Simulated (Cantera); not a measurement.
Input: 1 mol PbO, 0.28 mol N2, held at 0.210 bar.

Method: chemical equilibrium by Gibbs-energy minimisation in Cantera with the NASA 1993 tables (ideal gas, pure condensed phases). Candidate condensed phases: Pb, PbO, PbO2, Pb3O4; 12 gas species. Gases not in the tables: (PbO)n polymers. Kinetics and transport are ignored.

x: gas mole fraction; n: condensed amount in mol.

```
T (°C)   x N2     x PbO      x Pb      x O2  x NO  n PbO(red)  n PbO(yellow)  n PbO(l)
------  -----  --------  --------  --------  ----  ----------  -------------  --------
475      1.00  1.77e-11  1.22e-12  3.77e-11     …        1.00              0         0
625      1.00   3.27e-8   7.27e-9   3.09e-9     …           0           1.00         0
775     1.000   6.64e-6   1.22e-6   5.62e-7     …           0          1.000         0
925     1.000  0.000312   5.24e-5   2.50e-5     …           0              0     1.000
1075    0.994   0.00479  0.000825  0.000399     …           0              0     0.998
1225    0.948    0.0410   0.00731   0.00357     …           0              0     0.986
1375    0.705     0.230    0.0427    0.0210     …           0              0     0.892
```

Q: Complete the blanks.

A: 
- 475, x NO: 1.16e-11
- 625, x NO: 1.23e-9
- 775, x NO: 9.54e-8
- 925, x NO: 2.37e-6
- 1075, x NO: 2.62e-5
- 1225, x NO: 0.000173
- 1375, x NO: 0.000708
